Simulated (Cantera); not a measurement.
Cantera run:

```python
import numpy as np
import cantera as ct

gas_names = """
    C CN CO CO2 C2 CCN CNC C2N2 C2O C3 C3O2 C4 C4N2 C5 N NCO NO NO2 NO3 N2 N2O O O2 O3 Si SiC SiC2 SiN
    SiO SiO2 Si2 Si2C Si2N Si3
""".split()
cond_names = """
    C(gr) Si(cr) Si(L) SiC(b) SiO2(Lqz) SiO2(hqz) SiO2(L) Si2N2O(s) Si3N4(a)
""".split()


# ... load() reads the species with a 1 bar reference pressure and builds the phases ...
atoms = {
    'SiC': {'Si': 1, 'C': 1},
    'N2O': {'N': 2, 'O': 1},
    'N2': {'N': 2},
}
top_T = {'C(gr)': 4500, 'SiC(b)': 3050, 'Si2N2O(s)': 2100, 'Si3N4(a)': 2400}  # K; cautious upper limits of use, not melting points


# ... equilibrate(T, P, feed) seeds the gas with the atoms and calls Mixture.equilibrate('TP', solver="vcs", rtol=1e-11, max_steps=5000) ...
results = []
feed = {'SiC': 1, 'N2O': 0.062, 'N2': 12}  # mol
P = 100000  # Pa
for T in [1475, 1525, 1575, 1625, 1675, 1725, 1775, 1825, 1875, 1925, 1975, 2025, 2075]:
    mix = equilibrate(T, P, feed)
    results.append((T, P, feed, dict(zip(mix.species_names, mix.species_moles))))

top = {s: max(r[3][s] / sum(r[3][g] for g in gas_names) for r in results) for s in gas_names}
cols = sorted((s for s in top if top[s] > 0.001), key=lambda s: -top[s])[:7]
seen = [c for c in cond_names if any(r[3].get(c, 0) > 1e-12 for r in results)]
print("log10 of partial pressures in bar; condensed amounts in mol")
print(f"{'T/K':>10s}" + "".join(f"{s[:9]:>10s}" for s in cols + seen))
for T, P, feed, n in results:
    ng = sum(n[g] for g in gas_names)
    print(f"{T:10.4g}" + "".join(f"{np.log10(max(n[s] / ng * P / 1e5, 1e-99)):10.3f}" for s in cols)
          + "".join(f"{n.get(c, 0):10.4g}" for c in seen))
```

Result:

```
log10 of partial pressures in bar; condensed amounts in mol
       T/K        N2        CO       SiO     C(gr)    SiC(b) Si2N2O(s)  Si3N4(a)
      1475    -0.000    -4.244    -7.845    0.9993         0   0.06135    0.2924
      1525    -0.000    -3.865    -7.175    0.9984         0   0.06044     0.293
      1575    -0.000    -3.510    -6.548    0.9965         0   0.05847    0.2944
      1625    -0.000    -3.177    -5.960    0.9924         0   0.05439    0.2971
      1675    -0.001    -2.865    -5.409    0.9844         0   0.04637    0.3024
      1725    -0.001    -2.503    -4.856   0.01006     0.952   0.02391         0
      1775    -0.001    -2.468    -4.400         0    0.9588   0.02035         0
      1825    -0.002    -2.351    -3.942         0    0.9461  0.006738   0.01301
      1875    -0.002    -2.312    -3.585         0    0.9411         0   0.01857
      1925    -0.002    -2.334    -3.307         0     0.944         0   0.01667
      1975    -0.002    -2.371    -3.059         0    0.9485         0   0.01359
      2025    -0.002    -2.431    -2.849         0    0.9551         0  0.009118
      2075    -0.002    -2.518    -2.681         0    0.9632         0  0.003451
```

Cantera equilibrium calculation (NASA polynomials, part measured and part estimated; ideal gas, pure solids and liquids). Mutual solubility and eutectic melting of coexisting phases are not modelled. The tables' values for SiN are old estimates; treat these amounts as uncertain.
